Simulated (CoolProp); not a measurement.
Properties of R22 along the isotherm 202.2 K.

The numbers come from the reference Helmholtz-energy equation of state, Kamei 1995 in CoolProp.

```
p (kPa)   phase  cv (kJ/(kg K))  expansivity (1/kK)  fugacity coefficient
-------  ------  --------------  ------------------  --------------------
5540     liquid          0.6608               1.753              0.004155
11100    liquid          0.6635               1.692              0.002507
16600    liquid          0.6660               1.637              0.002021
22200    liquid          0.6684               1.587              0.001826
27700    liquid          0.6706               1.542              0.001760
33300    liquid          0.6727               1.500              0.001766
38800    liquid          0.6747               1.463              0.001820
44400    liquid          0.6766               1.428              0.001915
49900    liquid          0.6784               1.396              0.002043
```
